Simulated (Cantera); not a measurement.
# Premixed flame

A freely propagating, adiabatic, planar premixed flame of CH4 : C2H6 : O2 : N2 = 1 : 1.5 : 5.58 : 16.7 (molar parts), equivalence ratio 1.3, unburnt at 325 K and 3750 Torr; mixture-averaged transport, grid criteria slope 0.08 and curve 0.16, no radiation.

Model: GRI-Mech 3.0 (53 species, 325 reactions), integrated in Cantera. Burning velocities carry a grid error of a few per cent, more on coarse grids.

| z (mm) | T (K) | u (m/s) | x CH4 | x C2H6 | x O2 | x CH2 | x H2 | x CH3 |
|---|---|---|---|---|---|---|---|---|
| -0.282 | 325 | 0.371 | 0.0403 | 0.0604 | 0.225 | <1e-8 | 0.00149 | <1e-8 |
| -0.188 | 328 | 0.376 | 0.0401 | 0.0602 | 0.224 | <1e-8 | 0.00521 | <1e-8 |
| -0.141 | 340 | 0.392 | 0.0396 | 0.0598 | 0.222 | <1e-8 | 0.0103 | <1e-8 |
| -0.0940 | 460 | 0.538 | 0.0372 | 0.0573 | 0.210 | <1e-8 | 0.0211 | 2.16e-8 |
| -0.0470 | 1049 | 1.28 | 0.0271 | 0.0365 | 0.150 | 1.84e-8 | 0.0360 | 0.000115 |
| -0.0235 | 1535 | 1.92 | 0.0180 | 0.0129 | 0.0947 | 4.51e-6 | 0.0428 | 0.00168 |
| 0 | 1950 | 2.48 | 0.00687 | 0.000601 | 0.0417 | 7.06e-5 | 0.0452 | 0.00267 |
| 0.0235 | 2148 | 2.73 | 0.00121 | 4.15e-6 | 0.0140 | 6.40e-5 | 0.0433 | 0.000894 |
| 0.0470 | 2213 | 2.81 | 0.000172 | 6.87e-8 | 0.00468 | 1.67e-5 | 0.0422 | 0.000174 |
| 0.0940 | 2252 | 2.84 | 5.52e-6 | <1e-8 | 0.00101 | 6.79e-7 | 0.0427 | 6.32e-6 |
| 0.188 | 2283 | 2.88 | 5.30e-8 | <1e-8 | 0.000360 | <1e-8 | 0.0435 | 5.67e-8 |
| 0.376 | 2308 | 2.90 | <1e-8 | <1e-8 | 0.000148 | <1e-8 | 0.0437 | <1e-8 |
| 0.752 | 2322 | 2.92 | <1e-8 | <1e-8 | 5.71e-5 | <1e-8 | 0.0437 | <1e-8 |
x: mole fraction of selected species; z is measured from the peak of heat release.

| Property | Value |
|---|---|
| laminar burning velocity | 37.1 cm/s |
| thermal thickness | 0.0940 mm |
| peak x(CH2) | 8.68e-5 |
| peak x(H2) | 0.0453 |
| peak x(CH3) | 0.00293 |
| grid points | 144 |
